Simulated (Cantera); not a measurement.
An isothermal, constant-pressure homogeneous reactor starts with H2 : O2 : N2 = 0.0068 : 1 : 0.5 (molar parts), equivalence ratio 0.0034, at 1400 K and 10.00 Torr.

Detailed kinetics in Cantera: GRI-Mech 3.0 (53 species, 325 reactions). Radical loss at walls, strong at low pressure, is not modelled.

### Question
Predict: x(H2) at 1.00 s; x(O2) at 1.00 s; x(HO2) at 1.00 s; x(NO) at 1.00 s; x(H2O2) at 1.00 s.

### Answer
| Item | Value |
|---|---|
| x(H2) at 1.00 s | 5.32e-6 (gas-phase equilibrium 2.18e-8) |
| x(O2) at 1.00 s | 0.661 (gas-phase equilibrium 0.662) |
| x(HO2) at 1.00 s | 1.22e-7 (gas-phase equilibrium 1.54e-8) |
| x(NO) at 1.00 s | 9.95e-8 (gas-phase equilibrium 0.000840) |
| x(H2O2) at 1.00 s | 2.83e-9 (gas-phase equilibrium 4.74e-11) |
